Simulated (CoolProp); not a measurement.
Saturation properties of hexamethyldisiloxane (MM) (Tc = 245.6 °C, pc = 1.931 MPa, ω = 0.418).

Model: reference Helmholtz-energy equation of state, Thol 2016, in CoolProp.

| T (°C) | p (MPa) | liquid density (kg/m³) | liquid cp (kJ/(kg K)) | vapour Z | surface tension (mN/m) |
|---|---|---|---|---|---|
| 100.95 | 0.1026 | 674.3 | 2.117 | 0.9360 | 9.02 |
| 105.35 | 0.1164 | 669.0 | 2.131 | 0.9301 | 8.67 |
| 109.65 | 0.1311 | 663.6 | 2.144 | 0.9239 | 8.33 |
| 113.95 | 0.1473 | 658.2 | 2.158 | 0.9174 | 8.00 |
| 118.25 | 0.1649 | 652.8 | 2.172 | 0.9106 | 7.67 |
| 122.65 | 0.1846 | 647.1 | 2.187 | 0.9032 | 7.33 |
| 126.95 | 0.2056 | 641.5 | 2.202 | 0.8956 | 7.01 |
| 131.25 | 0.2283 | 635.7 | 2.216 | 0.8875 | 6.69 |

It boils at 100.5 °C under 1 atm.

Surface tension comes from a separate correlation (Mulero 2014), older than this fluid's equation and unchecked against measurements.
